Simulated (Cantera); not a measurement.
An isothermal, constant-pressure homogeneous reactor starts with 76.9 % CH₄, 23.1 % H₂O, at 1700 K and 25000 Pa.

Model: GRI-Mech 3.0 (53 species, 325 reactions), integrated in Cantera. GRI-Mech 3.0 stops at C3 and has no aromatics, soot or wall deposition, so with more carbon than oxygen in the feed, carbon stays in small species such as C2H2 where larger ones or solid carbon would form.

x: mole fraction; the columns are a selection and need not sum to one.

```tsv
t (s)	x CH₄	x H₂O	x HO₂	x CO₂	x O₂	x C₂H₄
9.00e-5	0.768	0.231	<1e-12	<1e-12	<1e-12	3.63e-5
0.000210	0.765	0.230	<1e-12	6.89e-12	<1e-12	…
0.000490	0.755	0.230	<1e-12	7.01e-10	3.14e-12	0.00248
0.00114	0.715	0.226	<1e-12	3.15e-8	2.27e-11	0.0121
0.00266	0.608	0.214	<1e-12	4.83e-7	6.84e-11	0.0255
0.00621	0.456	0.192	<1e-12	3.10e-6	6.92e-11	0.0166
0.0145	…	…	<1e-12	…	3.83e-11	…
0.0338	0.176	0.150	<1e-12	7.50e-5	2.14e-11	0.00294
0.0788	0.0875	0.132	<1e-12	0.000298	1.55e-11	0.00183
0.184	0.0418	0.113	<1e-12	0.000829	1.21e-11	0.00158
0.429	0.0253	0.0854	<1e-12	0.00145	7.31e-12	0.00149
1.00	0.0185	0.0502	<1e-12	0.00149	2.56e-12	0.00137
```

### Question
Fill in the missing entries.

### Answer

- 0.000210, x C₂H₄: 0.000353
- 0.0145, x CH₄: 0.305
- 0.0145, x H₂O: 0.170
- 0.0145, x CO₂: 1.58e-5
- 0.0145, x C₂H₄: 0.00657
